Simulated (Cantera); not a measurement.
Transport properties of process gases

Gas mixture: 75.8 % O₂, 24.2 % N₂O, at 6980 Torr, frozen composition.

Cantera's kinetic-theory transport with the Lennard-Jones parameters of GRI-Mech 3.0, ideal gas; thermal conductivity in the mixture-averaged form.

```
T (K)  ρ (kg/m³)  cp (J/kg/K)  μ (µPa s)  λ (mW/m/K)     Pr  D (cm²/s) CH₃  D (cm²/s) N₂  D (cm²/s) NH₃
-----  ---------  -----------  ---------  ----------  -----  -------------  ------------  -------------
400         9.76        950.2       23.7        31.6  0.714         0.0385        0.0350         0.0386
500         7.81        993.1       28.1        39.1  0.714         0.0570        0.0515         0.0587
600         6.51         1033       32.1        46.3  0.715         0.0782        0.0704         0.0820
700         5.58         1067       35.7        53.2  0.717          0.102        0.0915          0.108
800         4.88         1096       39.2        59.8  0.719          0.128         0.115          0.137
900         4.34         1120       42.5        66.1  0.720          0.156         0.140          0.169
```
D: mixture-averaged diffusion coefficient of that species in the mixture.
